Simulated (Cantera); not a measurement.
Charge: 1 mol Al, 3 mol Cl2, at 700 K and 0.0310 bar.

Equilibrium computed with Cantera from the NASA thermochemical tables; the gas is ideal and each condensed phase is pure. Candidate condensed phases: Al, AlCl3; 8 gas species. The numbers say what is thermodynamically allowed, not how fast it happens.

Base state: Cl2 0.653, AlCl3 0.258, Al2Cl6 0.0890 (mole fractions); condensed: gas only.

Q: What changes in the equilibrium state with this change: temperature from 700 K to 1250 K?

A: 
```json
[
 {"species": "Cl2", "before": "0.653", "after": "0.573"},
 {"species": "AlCl3", "before": "0.258", "after": "0.393"},
 {"species": "Cl", "before": "3.03e-6", "after": "0.0336"},
 {"species": "Al2Cl6", "before": "0.0890", "after": "3.14e-5"}
]
```

Q: What changes in the equilibrium state with this change: 1.3 mol H2 added?

A: 
```
species  before   after
-------  ------  ------
HCl           0   0.715
AlCl3     0.258   0.184
Cl2       0.653  0.0550
Al2Cl6   0.0890  0.0455
```

Q: What changes in the equilibrium state with this change: pressure from 0.0310 bar to 0.00120 bar?

A: 
```tsv
species	before	after
Cl2	0.653	0.605
AlCl3	0.258	0.388
Al2Cl6	0.0890	0.00780
Cl	3.03e-6	1.48e-5
```
